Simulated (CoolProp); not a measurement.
Values from CoolProp's reference Helmholtz-energy equation of state, Gao 2016.

Task: For sulfur dioxide, give the phase and the cv (kJ/(kg K)), Joule-Thomson coefficient (K/MPa) at 7.25 °C and 68.7 kPa; 188.85 °C and 256 kPa.

Result: 
- 7.25 °C and 68.7 kPa: gas; cv 0.495, Joule-Thomson coefficient 47.3
- 188.85 °C and 256 kPa: gas; cv 0.583, Joule-Thomson coefficient 10.3
